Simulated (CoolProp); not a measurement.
Vapour-liquid equilibrium of n-butane (1) + cyclohexane (2) at 290.7 K; x and y are mole fractions of (1).

Values from CoolProp's multi-fluid Helmholtz-energy mixture model, Bücker 2006 and Zhou 2014; pair parameters Bell 2016.

```csv
x,bubble pressure (MPa),y at the bubble point,dew pressure at overall composition x (MPa),liquid density (mol/L)
0.05,0.01581,0.445,0.009661,9.331
0.15,0.03152,0.751,0.01071,9.431
0.25,0.04972,0.862,0.01203,9.527
0.35,0.06931,0.915,0.01371,9.618
0.45,0.08927,0.944,0.01594,9.702
0.55,0.1089,0.962,0.01905,9.780
0.65,0.1278,0.975,0.02369,9.849
0.75,0.1461,0.984,0.03140,9.908
0.85,0.1640,0.991,0.04682,9.956
0.95,0.1822,0.997,0.09474,9.991
```

No azeotrope shows between x = 0.05 and 0.95.

The pair parameters rest on a limited set of measurements; away from them the model extrapolates.
